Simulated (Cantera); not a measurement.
# Boron, boron nitride and boron oxide: B2H6 + H2 + N2

Feed: 1 mol B2H6, 31 mol H2, 0.97 mol N2, held at 1977 °C and 0.000870 bar.

Cantera equilibrium calculation (NASA polynomials, part measured and part estimated; ideal gas, pure solids and liquids). Candidate condensed phases: B, BN; 15 gas species. The feed counts by its element totals alone. The tables' values for BH2 are old estimates; treat these amounts as uncertain. Kinetics and transport are ignored.

| Item | Value |
|---|---|
| x(H2) | 0.750 |
| x(H) | 0.218 |
| x(N2) | 0.0245 |
| x(B) | 0.00614 |
| x(BH2) | 0.00125 |
| x(BH) | 0.000159 |
| x(BN) | 1.74e-5 |
| x(BH3) | 1.21e-6 |
| n(B(s)) | 1.70 mol |
| gas amount | 39.53 mol |
